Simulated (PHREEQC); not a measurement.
Dissolve 0.16 mol H3PO4 and 1.6e-06 mol H4SiO4 per kg of water at 15 °C. Closed to the air; pH follows from the charge balance.

The numbers come from PHREEQC with the ion-association model, phreeqc.dat.

No solid was allowed to form.

### Question
Predict the pH, ionic strength, specific conductance.

### Answer
pH 1.50; ionic strength 0.0361 mol/kgw; specific conductance 9550 µS/cm.

### Question
In which forms is P present?

### Answer
H3PO4 77 %, H2PO4- 23 % of the P.
